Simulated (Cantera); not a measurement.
An isothermal plug-flow reactor at 1098 K and 500000 Pa (inlet), inlet velocity 3.9 m/s, active area per volume 130 1/m; feed CH₄ : O₂ : N₂ : H₂O = 0.0028 : 0.19 : 0.79 : 0.09 (molar parts), equivalence ratio 0.029.

Computed with Cantera and Deutschmann's 1995 Pt surface mechanism with GRI-Mech 3.0 gas chemistry. Catalytic surfaces can have several steady states; this one follows from the mechanism file's or the stated starting coverage. Mass transfer to the wall is taken as infinitely fast.

Q: What does this change do: inlet velocity 3.9 to 0.94 m/s?

A: 
```json
[
 {"quantity": "x(CH₄) at z = 0.01 m", "before": "0.00253", "after": "0.00205"},
 {"quantity": "x(O₂) at z = 0.01 m", "before": "0.177", "after": "0.176"},
 {"quantity": "x(H₂O) at z = 0.01 m", "before": "0.0840", "after": "0.0848"},
 {"quantity": "x(CO₂) at z = 0.01 m", "before": "4.84e-5", "after": "0.000330"},
 {"quantity": "x(CO) at z = 0.01 m", "before": "2.14e-6", "after": "3.61e-5"},
 {"quantity": "θ(free Pt) at the exit", "before": "0.178", "after": "0.179"},
 {"quantity": "θ(O*) at the exit", "before": "0.814", "after": "0.813"},
 {"quantity": "θ(OH*) at the exit", "before": "0.00812", "after": "0.00816"}
]
```

Q: What does this change do: temperature 1098 to 1175 K?

A: 
| quantity | before | after |
|---|---|---|
| x(CH₄) at z = 0.01 m | 0.00253 | 0.00226 |
| x(O₂) at z = 0.01 m | 0.177 | 0.177 |
| x(H₂O) at z = 0.01 m | 0.0840 | 0.0844 |
| x(CO₂) at z = 0.01 m | 4.84e-5 | 0.000147 |
| x(CO) at z = 0.01 m | 2.14e-6 | 2.88e-5 |
| θ(free Pt) at the exit | 0.178 | 0.247 |
| θ(O*) at the exit | 0.814 | 0.745 |
| θ(OH*) at the exit | 0.00812 | 0.00742 |
